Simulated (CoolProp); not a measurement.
Vapour-liquid equilibrium of benzene (1) + n-octane (2) at 217.15 °C; x and y are mole fractions of (1).

The numbers come from the multi-fluid Helmholtz-energy mixture model, Thol 2012 and Beckmüller 2019; pair parameters Bell 2016 in CoolProp.

| x | bubble pressure, mixture model (bar) | bubble pressure, Raoult's law (bar) | y, mixture model | y, Raoult's law |
|---|---|---|---|---|
| 0.05 | 8.074 | 8.082 | 0.098 | 0.116 |
| 0.15 | 9.222 | 9.207 | 0.267 | 0.306 |
| 0.25 | 10.40 | 10.33 | 0.405 | 0.454 |
| 0.35 | 11.57 | 11.46 | 0.520 | 0.573 |
| 0.45 | 12.73 | 12.58 | 0.616 | 0.671 |
| 0.55 | 13.87 | 13.71 | 0.700 | 0.753 |
| 0.65 | 14.99 | 14.83 | 0.774 | 0.823 |
| 0.75 | 16.08 | 15.96 | 0.842 | 0.882 |
| 0.85 | 17.16 | 17.08 | 0.907 | 0.934 |
| 0.95 | 18.23 | 18.20 | 0.969 | 0.979 |

The largest gap from Raoult's law is +1.2 % in bubble pressure, at x = 0.55. No azeotrope shows between x = 0.05 and 0.95.

Pair parameters are fitted to limited data, so mixtures are less certain than the pure fluids.
